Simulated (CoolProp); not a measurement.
Vapour-liquid equilibrium of carbon dioxide (1) + isopentane (2) at 269.1 K; x and y are mole fractions of (1).

Values from CoolProp's multi-fluid Helmholtz-energy mixture model, Span 1996 and Lemmon 2006; pair parameters Kunz 2012.

```
x     bubble pressure (MPa)  y at the bubble point  dew pressure at overall composition x (MPa)  liquid density (mol/L)
----  ---------------------  ---------------------  -------------------------------------------  ----------------------
0.05                 0.2513                  0.882                                      0.03044                   9.142
0.2                  0.8879                  0.965                                      0.03622                   9.943
0.35                  1.392                  0.977                                      0.04465                   10.99
0.5                   1.759                  0.982                                      0.05813                   12.36
0.65                  2.067                  0.986                                      0.08323                   14.18
0.8                   2.420                  0.990                                       0.1464                   16.66
0.95                  2.915                  0.997                                       0.6102                   20.13
```

No azeotrope shows between x = 0.05 and 0.95.

Pair parameters are fitted to limited data, so mixtures are less certain than the pure fluids. The gap from Raoult's law changes sign with composition, which may be real or a fault of the pair parameters; it wasn't checked against measurements.
